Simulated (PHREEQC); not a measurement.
# Phosphoric acid bath

Dissolve 0.029 mol/kgw H3PO4 and 2.5e-05 mol/kgw H4SiO4 at 80 °C. Closed to the air; pH follows from the charge balance.

The numbers come from PHREEQC with the ion-association model, phreeqc.dat.

Each row changes one thing in this solution. Precipitation was switched off in this run.

```
case                                               pH  ionic strength (mol/kgw)
-----------------------------------------------  ----  ------------------------
as made                                          2.06                   0.00966
H3PO4 from 0.029 to 0.058 mol/kgw                1.88                    0.0147
H3PO4 left out                                      ?                   5.22e-7
H4SiO4 replaced by Na2SiO3 at the same molality  2.06                         ?
H4SiO4 left out                                  2.06                   0.00966
0.0091 mol/kgw KOH added                         2.34                         ?
```

Question: Some entries are withheld; supply them.

Answer: 
- H3PO4 left out, pH: 6.28
- H4SiO4 replaced by Na2SiO3 at the same molality, ionic strength (mol/kgw): 0.00968
- 0.0091 mol/kgw KOH added, ionic strength (mol/kgw): 0.0143

Away from 25 °C the constants follow the database's enthalpies or fits; those with neither stay at their 25 °C values.
